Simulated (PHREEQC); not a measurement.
Dissolve 0.00026 mol Ca(HCO3)2 and 0.0012 mol NaHCO3 per kg of water at 25 °C. Closed to the air; pH follows from the charge balance.

Computed with PHREEQC (ion-association model, wateq4f.dat).

Question: The ionic strength comes out as 0.00197 mol/kgw. What activity coefficients do Na+, HCO3-, CaHCO3+, CO3-2, OH- get?

Answer: Na+ 0.95, HCO3- 0.95, CaHCO3+ 0.95, CO3-2 0.82, OH- 0.95.

This is a speciation only: nothing precipitates in the calculation. Complexes and solids missing from the database can't appear.
